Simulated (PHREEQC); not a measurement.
Consider water at 25 °C with 0.028 mol NaOH and 2.2e-05 mol NaAlO2 per kg of water. Closed to the air; pH follows from the charge balance.

The numbers come from PHREEQC with the ion-association model, phreeqc.dat.

- pH: 12.37
- ionic strength: 0.0280 mol/kgw
- specific conductance: 6220 µS/cm
- total alkalinity: 28.1 meq/kg

| species | molality | activity | log γ |
|---|---|---|---|
| Na+ | 0.0280 | 0.0240 | -0.067 |
| OH- | 0.0280 | 0.0237 | -0.072 |
| Al(OH)4- | 2.20e-5 | 1.88e-5 | -0.068 |

Precipitation was switched off in this run.
